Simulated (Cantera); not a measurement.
A diamond (100) surface in a fixed gas of H2 with x(CH4) = 0.019, x(H) = 0.016, at 1200 K, 0.230 bar; coverages are run to steady state.

Detailed kinetics in Cantera: the Harris–Goodwin 1993 mechanism for the reconstructed diamond (100) surface.

θ: site fractions in the mechanism's names (c6HH fully hydrogenated, c6H* and c6*H radical sites, c6** diradical, c6HM methylated).

```tsv
x(CH3)	growth (µm/h)	θ c6HH	θ c6H*	θ c6*H	θ c6**	θ c6HM
1e-06	[?]	0.438	0.0392	0.491	0.0309	1.38e-5
2.4e-06	[?]	0.438	0.0392	0.491	0.0309	3.31e-5
5.7e-06	[?]	0.438	0.0392	0.491	0.0309	7.86e-5
1.4e-05	[?]	0.438	0.0392	0.491	0.0309	0.000193
3.3e-05	[?]	0.438	0.0392	0.491	0.0309	0.000455
7.8e-05	[?]	0.438	0.0392	0.490	0.0308	0.00107
0.00019	[?]	0.437	0.0391	0.489	0.0307	0.00260
0.00045	[?]	0.434	0.0388	0.486	0.0303	0.00612
0.0011	[?]	0.429	0.0382	0.479	0.0296	0.0147
```

Q: Fill in the missing entries.

A: 
- 1e-06, growth (µm/h): 0.216
- 2.4e-06, growth (µm/h): 0.518
- 5.7e-06, growth (µm/h): 1.23
- 1.4e-05, growth (µm/h): 3.02
- 3.3e-05, growth (µm/h): 7.12
- 7.8e-05, growth (µm/h): 16.8
- 0.00019, growth (µm/h): 40.8
- 0.00045, growth (µm/h): 95.8
- 0.0011, growth (µm/h): 230
